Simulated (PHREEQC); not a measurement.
PHREEQC input (ion-association model, wateq4f.dat):

```
SOLUTION_SPECIES
  2 NO3- + 12 H+ + 10 e- = N2 + 6 H2O  # shut off: nitrate stays nitrate
    -log_k -100
    -delta_h 0
    -analytic -100
SOLUTION 1
  temp 89
  units mmol/kgw
  pH 7 charge
  F 2.9
  Ag 2.9
  N(5) 0.3
  K 0.3
SOLUTION 2
  temp 89
  units mmol/kgw
  pH 7 charge
  S(6) 42
  Cu(2) 42
  B 0.16
END
SELECTED_OUTPUT 1
  -reset false
  -pH true
  -pe true
  -ionic_strength true
  -water true
  -totals Ag B Cu F K N S Cu(1) Cu(2) N(5)
    N(3) N(0) N(-3) S(-2) S(6)
  -molalities H+ Ag+ H3BO3 Cu+2 F- K+ NO3- SO4-2 H2BO3- NH3
    KSO4- HSO4- H2S HS- S-2 O2 NH4+ NH4SO4- OH- BF(OH)3-
    BF2(OH)2- BF3OH- BF4- HF HF2- Cu+ CuF+ CuOH+ Cu(OH)2 Cu(OH)3-
    Cu(OH)4-2 Cu2(OH)2+2 CuSO4 Cu(HS)3- NO2- AgF AgHS Ag(HS)2- AgOH Ag(OH)2-
    AgSO4- AgNO3 Ag(NO2)2- H2F2
  -equilibrium_phases Cu(OH)2 Brochantite Antlerite Cu2(OH)3NO3 Ag2O Ag2SO4 Chalcanthite CuF2:2H2O
PRINT
  -reset false
MIX 1
  1 1
  2 0
EQUILIBRIUM_PHASES 1
  Cu(OH)2 0 0
  Brochantite 0 0
  Antlerite 0 0
  Cu2(OH)3NO3 0 0
  Ag2O 0 0
  Ag2SO4 0 0
  Chalcanthite 0 0
  CuF2:2H2O 0 0
  O2(g) -0.68 10
END
# ... the last block is repeated for the other 10 points of share of solution B
```

Selected output (columns that matter, 11 of 11 rows; share of solution B added in front):

```
share of solution B	pH	mu	Ag	B	Cu	F	K	N	S	m_H+	m_Ag+	m_H3BO3	m_Cu+2	Cu(OH)2
0	6.8052	0.0031926	0.0029	0	0	0.0029	0.0003	0.0003	0	1.6709e-07	0.0028925	0	0	0
0.1	4.7137	0.015132	0.00261	1.6e-05	0.0041908	0.00261	0.00027	0.00027	0.0042	2.1802e-05	0.00247	1.5875e-05	0.0029313	9.2086e-06
0.2	4.543	0.025161	0.00232	3.2e-05	0.0084	0.00232	0.00024	0.00024	0.0084	3.3065e-05	0.0021287	3.1757e-05	0.0054685	0
0.3	4.4352	0.034446	0.00203	4.8e-05	0.0126	0.00203	0.00021	0.00021	0.0126	4.3044e-05	0.0018188	4.7683e-05	0.0078441	0
0.4	4.3572	0.043313	0.00174	6.4e-05	0.0168	0.00174	0.00018	0.00018	0.0168	5.2119e-05	0.0015284	6.3659e-05	0.010124	0
0.5	4.2955	0.051899	0.00145	8e-05	0.021	0.00145	0.00015	0.00015	0.021	6.0656e-05	0.001252	7.968e-05	0.01234	0
0.6	4.244	0.06028	0.00116	9.6e-05	0.0252	0.00116	0.00012	0.00012	0.0252	6.8842e-05	0.00098635	9.5734e-05	0.014508	0
0.7	4.1995	0.068502	0.00087	0.000112	0.0294	0.00087	9e-05	9e-05	0.0294	7.6788e-05	0.00072956	0.00011181	0.01664	0
0.8	4.1603	0.076598	0.00058	0.000128	0.0336	0.00058	6e-05	6e-05	0.0336	8.4561e-05	0.00048021	0.00012789	0.018742	0
0.9	4.125	0.08459	0.00029	0.000144	0.0378	0.00029	3e-05	3e-05	0.0378	9.2209e-05	0.00023728	0.00014396	0.020819	0
1	4.093	0.092494	0	0.00016	0.042	0	0	0	0.042	9.9765e-05	0	0.00016	0.022876	0
```

Complexes and solids missing from the database can't appear. Constants without temperature data keep their 25 °C values here. Real BF4- forms and hydrolyses slowly; the run takes it at equilibrium.
